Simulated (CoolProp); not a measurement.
The numbers come from the reference Helmholtz-energy equation of state, Gao 2022 in CoolProp.

### Question
Give the vapour pressure (MPa), liquid density (kg/m³), vapour density (kg/m³) of saturated n-perfluoropentane at 214.9 K.

### Answer
| T (K) | p (MPa) | liquid density (kg/m³) | vapour density (kg/m³) |
|---|---|---|---|
| 214.9 | 0.000747 | 1850 | 0.121 |
